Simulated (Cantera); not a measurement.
A closed system holds: 1 mol Zr, a varied amount of O2, 0.77 mol N2, at 1675 °C and 0.133 bar.

Equilibrium computed with Cantera from the NASA thermochemical tables; the gas is ideal and each condensed phase is pure. Candidate condensed phases: Zr, ZrN, ZrO2; 13 gas species. Mutual solubility and eutectic melting of coexisting phases are not modelled. ZrN: taken at fixed stoichiometry. Condensed phases not in the tables: solid solutions among these carbides, nitrides and lower oxides. Equilibrium is a limit: real reactors are often held back by kinetics, nucleation or transport.

x: gas mole fraction; n: condensed amount in mol.

```tsv
n(O2) (mol)	x N2	x O2	x NO	x O	x NO2	n ZrN(s)	n ZrO2(tetragonal)
0.79	1.00	<1e-12	1.11e-9	8.30e-11	<1e-12	0.210	0.790
1.4	___	___	0.00764	___	___	0	1.00
1.9	0.457	0.534	0.00803	0.000890	8.87e-6	0	1.00
2.5	0.335	0.656	0.00763	0.000987	9.34e-6	0	1.00
3.1	0.265	0.727	0.00713	0.00104	9.19e-6	0	1.00
3.7	0.218	0.774	0.00669	0.00107	8.89e-6	0	1.00
4.3	___	0.807	0.00630	0.00109	8.55e-6	0	1.00
4.9	0.162	0.831	0.00596	0.00111	8.22e-6	0	1.00
```

Fill in the missing entries.


- 1.4, x N2: 0.654
- 1.4, x O2: 0.338
- 1.4, x O: 0.000708
- 1.4, x NO2: 6.71e-6
- 4.3, x N2: 0.186
